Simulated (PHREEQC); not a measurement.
A solution holds 2.9 mmol/kgw NaOH and 0.0038 mmol/kgw CO2, at 25 °C. Closed to the air; pH follows from the charge balance.

Computed with PHREEQC (ion-association model, phreeqc.dat).

```
quantity                   before    after
------------------------  -------  -------
pH                          11.43     9.84
ionic strength (mol/kgw)  0.00290  0.00290
```

Question: Which change was made?
A. 0.0001 mol/kgw NH4HS added
B. diluted 100-fold with water
C. CO2 left out
D. NaOH left out
E. temperature from 25 to 90 °C

Answer: E, temperature from 25 to 90 °C

This is a speciation only: nothing precipitates in the calculation. Constants without temperature data keep their 25 °C values here.
